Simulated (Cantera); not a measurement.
Feed: 1 mol B, 7.2 mol O2, equilibrated at 165 Torr.

These are equilibrium values from Cantera (NASA tables, ideal gas, pure condensed phases), not measurements of a reactor. Candidate condensed phases: B, B2O3; 10 gas species. Kinetics and transport are ignored. All values below are at 1850 °C.

Base state: O2 0.915, B2O3 0.0613, BO2 0.0203, O 0.00332, BO 2.26e-5 (mole fractions); condensed: gas only.

Task: What changes in the equilibrium state with this change: pressure from 165 Torr to 75.0 Torr?

Result: 
```json
[
 {"species": "O2", "before": "0.915", "after": "0.912"},
 {"species": "B2O3", "before": "0.0613", "after": "0.0592"},
 {"species": "BO2", "before": "0.0203", "after": "0.0242"},
 {"species": "BO", "before": "2.26e-5", "after": "4.02e-5"},
 {"species": "O", "before": "0.00332", "after": "0.00492"}
]
```
